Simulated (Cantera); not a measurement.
Feed: 1 mol Fe3O4, a varied amount of C, 0.087 mol CO, equilibrated at 1373.15 K and 0.0110 bar.

These are equilibrium values from Cantera (NASA tables, ideal gas, pure condensed phases), not measurements of a reactor. Candidate condensed phases: C, Fe, Fe(CO)5, FeO, Fe2O3, Fe3O4; 15 gas species. Mutual solubility and eutectic melting of coexisting phases are not modelled. The tables' stoichiometric FeO is somewhat more stable than real wüstite, so its field is too wide. FeO: taken at fixed stoichiometry. Condensed phases not in the tables: cementite and carbon dissolved in iron. Kinetics and transport are ignored.

x: gas mole fraction; n: condensed amount in mol.

```csv
n(C) (mol),x CO,x CO2,x Fe,n FeO(s),n Fe(γ),n C(graphite)
0.75,0.701,0.299,2.94e-7,3.00,0,0
0.93,0.850,0.150,7.12e-7,2.92,0.0823,0
1.2,0.850,0.150,7.12e-7,?,?,0
1.4,0.850,0.150,7.12e-7,2.38,0.623,0
1.8,0.850,0.150,7.12e-7,?,?,0
2.2,0.850,0.150,7.12e-7,1.46,1.54,0
2.8,0.850,0.150,7.12e-7,0.768,2.23,0
3.5,0.861,0.139,7.12e-7,0,3.00,0
4.3,1.000,2.50e-5,7.12e-7,0,3.00,0.300
5.4,1.000,2.50e-5,7.12e-7,0,3.00,1.40
```

Question: What belongs in the gaps?

Answer: 
- 1.2, n FeO(s): 2.61
- 1.2, n Fe(γ): 0.393
- 1.8, n FeO(s): 1.92
- 1.8, n Fe(γ): 1.08
